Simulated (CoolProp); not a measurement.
The fluid at 293.15 K and 0.0457 MPa is compressed adiabatically to 0.11 MPa with isentropic efficiency 1. The same conditions are run with several fluids, on thermodynamics alone (safety and materials aside).

The numbers come from the reference Helmholtz-energy equation of state of each fluid (R1336mzz(Z): McLinden 2020; carbon monoxide: Lemmon 2006; R1233zd(E): Akasaka 2022; CH2F2 (R32): Tillner-Roth 1997) in CoolProp.

```tsv
fluid	work (kJ/kg)	final temperature (K)	final density (kg/m³)
R1336mzz(Z)	12.9	(withheld)	(withheld)
carbon monoxide	(withheld)	376.5	(withheld)
R1233zd(E)	16.6	315.7	(withheld)
CH2F2 (R32)	(withheld)	(withheld)	(withheld)
```

Problem. Some entries are withheld; supply them.

Solution. 
- R1336mzz(Z), final temperature (K): 310.4
- R1336mzz(Z), final density (kg/m³): 7.39
- carbon monoxide, work (kJ/kg): 86.9
- carbon monoxide, final density (kg/m³): 0.984
- R1233zd(E), final density (kg/m³): 5.66
- CH2F2 (R32), work (kJ/kg): 44.5
- CH2F2 (R32), final temperature (K): 345.6
- CH2F2 (R32), final density (kg/m³): 2.01
